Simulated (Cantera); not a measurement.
A freely propagating, adiabatic, planar premixed flame of 10.9 % CH4, 5.46 % H2, 17.6 % O2, 66.0 % N2, equivalence ratio 1.4, unburnt at 500 K and 1950 Torr; multicomponent transport, grid criteria slope 0.08 and curve 0.16, no radiation.

Cantera simulation using GRI-Mech 3.0 (53 species, 325 reactions); the numbers are that mechanism's predictions, not measurements. Burning velocities carry a grid error of a few per cent, more on coarse grids.

x: mole fraction of selected species; z is measured from the peak of heat release.

```tsv
z (mm)	T (K)	u (m/s)	x CH4	x H2	x O2	x CH2CO	x CO2	x N2O
-0.785	501	0.443	0.109	0.0550	0.176	<1e-8	3.17e-7	<1e-8
-0.523	507	0.448	0.109	0.0558	0.175	7.99e-8	6.63e-6	<1e-8
-0.393	527	0.467	0.108	0.0567	0.174	___	___	<1e-8
-0.262	___	0.575	0.101	0.0586	0.166	___	___	<1e-8
-0.131	1117	1.01	0.0702	0.0615	0.124	0.000115	0.00452	1.31e-8
-0.0654	1515	1.39	0.0402	0.0632	0.0806	0.000290	0.0104	2.95e-8
0	1876	1.73	0.0129	0.0637	0.0344	0.000260	0.0191	4.10e-8
0.0654	2053	1.90	0.00269	0.0629	0.00997	6.39e-5	0.0267	3.04e-8
0.131	2110	1.95	0.000678	0.0634	0.00265	1.63e-5	0.0316	2.03e-8
0.262	2138	1.98	9.76e-5	0.0651	0.000256	2.97e-6	0.0358	1.36e-8
0.523	2150	1.99	1.05e-5	0.0664	3.18e-5	3.79e-7	0.0376	1.02e-8
1.05	2159	1.99	9.78e-7	0.0669	1.42e-5	2.86e-8	0.0377	<1e-8
2.09	2164	2.00	7.52e-8	0.0670	6.47e-6	<1e-8	0.0377	<1e-8
```

Some entries are withheld; supply them.


- -0.393, x CH2CO: 6.02e-7
- -0.393, x CO2: 4.25e-5
- -0.262, T (K): 645
- -0.262, x CH2CO: 8.98e-6
- -0.262, x CO2: 0.000483
